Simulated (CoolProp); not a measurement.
Neopentane at several states: Z from the reference equation and from simpler models built on Tc = 160.6 °C, pc = 3196 kPa, ω = 0.196; each cubic takes its own stable root.

Values from CoolProp's reference Helmholtz-energy equation of state, Lemmon 2006. It is a short technical equation, of lower accuracy than the large ones.

```tsv
T (°C)	p (kPa)	phase	reference
276.55	2490	gas	0.8762
-1.95	1960	liquid	0.1019
276.05	5450	supercritical	0.7308
228.45	60.8	gas	0.9960
185.75	61.4	gas	0.9946
54.75	45.4	gas	0.9882
```

### Question
How far does each simpler model (van der Waals, Redlich-Kwong, Soave-Redlich-Kwong, Peng-Robinson) lie from the reference over these 6 states: mean and median of the absolute difference, and the worst?

### Answer
- van der Waals: mean 11.4 %, median 1.1 %, worst +56.7 % at -1.95 °C and 1960 kPa
- Redlich-Kwong: mean 2.0 %, median 0.7 %, worst +7.5 % at -1.95 °C and 1960 kPa
- Soave-Redlich-Kwong: mean 1.7 %, median 0.5 %, worst +5.1 % at -1.95 °C and 1960 kPa
- Peng-Robinson: mean 1.5 %, median 0.5 %, worst -6.8 % at -1.95 °C and 1960 kPa
